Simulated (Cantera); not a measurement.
Feed: 1 mol PbO, 0.065 mol O2, 1.6 mol H2, equilibrated at 1573.15 K and 10.0 mbar.

Cantera equilibrium calculation (NASA polynomials, part measured and part estimated; ideal gas, pure solids and liquids). Kinetics and transport are ignored.

```tsv
species	before	after
H2O	0.434	0.706
H2	0.181	0.294
Pb	0.384	<1e-9
PbO	0.000558	<1e-9
H	0.000173	<1e-9
Pb2	2.00e-5	<1e-9
OH	1.50e-5	<1e-9
Pb(s), mol	0	1.00
```
Gas species are given as mole fractions.

Task: What was changed between the two runs?
(A) pressure from 10.0 mbar to 16.0 Pa
(B) temperature from 1573.15 K to 575 K
(C) O2 from 0.065 to 0.4 mol
(D) O2 from 0.065 to 1.8 mol

Result: B, temperature from 1573.15 K to 575 K
